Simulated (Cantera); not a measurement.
A Cantera script and what it prints.

```python
import numpy as np
import cantera as ct

gas_names = """
    CL CLO CL2 Fe FeCL FeCL2 FeCL3 FeO Fe2CL4 Fe2CL6 O O2 O3
""".split()
cond_names = """
    Fe(a) Fe(c) Fe(d) Fe(L) FeCL2(s) FeCL2(L) FeCL3(s) FeCL3(L) FeO(s) FeO(L) Fe2O3(s) Fe3O4(s)
""".split()


# ... load() reads the species with a 1 bar reference pressure and builds the phases ...
atoms = {
    'Fe2O3': {'Fe': 2, 'O': 3},
    'Cl2': {'CL': 2},
}
top_T = {'Fe2O3(s)': 1830, 'Fe3O4(s)': 1870}  # K; cautious upper limits of use, not melting points


# ... equilibrate(T, P, feed) seeds the gas with the atoms and calls Mixture.equilibrate('TP', solver="vcs", rtol=1e-11, max_steps=5000) ...
results = []
T = 1848  # K
P = 100  # Pa
for m in [4.5, 5.7, 7.3, 9.2, 12, 15, 19, 24, 30]:
    feed = {'Fe2O3': 1, 'Cl2': m}  # mol
    mix = equilibrate(T, P, feed)
    results.append((T, P, feed, dict(zip(mix.species_names, mix.species_moles))))

top = {s: max(r[3][s] / sum(r[3][g] for g in gas_names) for r in results) for s in gas_names}
cols = sorted((s for s in top if top[s] > 0.0001), key=lambda s: -top[s])[:6]
seen = [c for c in cond_names if any(r[3].get(c, 0) > 1e-12 for r in results)]
print("log10 of partial pressures in bar; condensed amounts in mol")
print(f"{'n(Cl2)':>10s}" + "".join(f"{s[:9]:>10s}" for s in cols + seen))
for T, P, feed, n in results:
    ng = sum(n[g] for g in gas_names)
    print(f"{feed['Cl2']:10.4g}" + "".join(f"{np.log10(max(n[s] / ng * P / 1e5, 1e-99)):10.3f}" for s in cols)
          + "".join(f"{n.get(c, 0):10.4g}" for c in seen))
```

Output:

```
log10 of partial pressures in bar; condensed amounts in mol
    n(Cl2)        CL     FeCL2        O2       CL2         O     FeCL3
       4.5    -3.233    -3.628    -3.756    -5.657    -5.601    -6.651
       5.7    -3.171    -3.736    -3.864    -5.533    -5.655    -6.697
       7.3    -3.127    -3.848    -3.976    -5.444    -5.711    -6.764
       9.2    -3.098    -3.951    -4.080    -5.385    -5.763    -6.838
        12    -3.073    -4.069    -4.199    -5.337    -5.822    -6.932
        15    -3.058    -4.168    -4.298    -5.306    -5.872    -7.015
        19    -3.046    -4.272    -4.403    -5.281    -5.924    -7.107
        24    -3.036    -4.374    -4.506    -5.263    -5.976    -7.200
        30    -3.029    -4.472    -4.605    -5.249    -6.025    -7.291
```

Cantera equilibrium calculation (NASA polynomials, part measured and part estimated; ideal gas, pure solids and liquids).
